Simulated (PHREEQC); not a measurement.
Consider water at 5 °C with 0.22 mol/kgw TMAH, 6e-05 mol/kgw Na2SiO3 and 0.18 mol/kgw Cs2CO3. Closed to the air; pH follows from the charge balance.

Equilibrium calculation in PHREEQC: ion-association model, wateq4f.dat.

Task: The ionic strength comes out as 0.760 mol/kgw. What activity coefficients do CO3-2, HCO3-, OH-, H3SiO4-, Na+ get?

Result: CO3-2 0.21, HCO3- 0.68, OH- 0.61, H3SiO4- 0.63, Na+ 0.72.

This is a speciation only: nothing precipitates in the calculation. Caution: at this ionic strength the ion-association model is outside its range; a Pitzer model would be the better tool where its parameters exist. (CH3)4N+ isn't in the database: it is added as a free cation with an ion size of 4 Å. At this temperature some constants are extrapolated from 25 °C, and those without enthalpy data are left unchanged.
